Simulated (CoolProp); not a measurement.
Fluorine at several states: fugacity coefficient from the reference equation and from simpler models built on Tc = -128.7 °C, pc = 5.240 MPa, ω = 0.045; each cubic takes its own stable root.

The numbers come from the reference Helmholtz-energy equation of state, de Reuck 1990 in CoolProp.

```csv
T (°C),p (MPa),phase,reference,van der Waals,Redlich-Kwong,Peng-Robinson
-129.85,0.289,gas,0.9816,0.9833,0.9808,0.9787
-153.15,1.09,gas,0.8796,[?],[?],0.8733
17.55,0.05,gas,0.9998,0.9996,0.9997,0.9997
-91.15,1.99,gas,0.9410,[?],[?],[?]
-149.55,16.9,liquid,0.1471,0.2258,[?],0.1404
-203.25,0.78,liquid,0.01546,[?],0.009825,0.01701
```

What belongs in the gaps?


- -153.15, van der Waals: 0.9044
- -153.15, Redlich-Kwong: 0.8817
- -91.15, van der Waals: 0.9375
- -91.15, Redlich-Kwong: 0.9366
- -91.15, Peng-Robinson: 0.9282
- -149.55, Redlich-Kwong: 0.1524
- -203.25, van der Waals: 0.1500
